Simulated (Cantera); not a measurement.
Charge: 1 mol NF₃, 1.8 mol O₂, 5.6 mol H₂, at 0.0860 bar.

These are equilibrium values from Cantera (NASA tables, ideal gas, pure condensed phases), not measurements of a reactor. Candidate condensed phases: H₂O; 40 gas species. Kinetics and transport are ignored. All values below are at 1723 K.

Base state: H₂O 0.474, HF 0.395, N₂ 0.0658, H₂ 0.0657, H 0.000159, OH 6.30e-5 (mole fractions); condensed: gas only.

Task: What changes in the equilibrium state with this change: 1.8 mol H₂S added?

Result: 
```tsv
species	before	after
H₂O	0.474	0.317
HF	0.395	0.292
H₂	0.0657	0.231
S₂	0	0.0637
H₂S	0	0.0242
SO₂	0	0.0148
N₂	0.0658	0.0487
SH	0	0.00424
SO	0	0.00342
```
Further candidate phases: H₂SO₄, S.
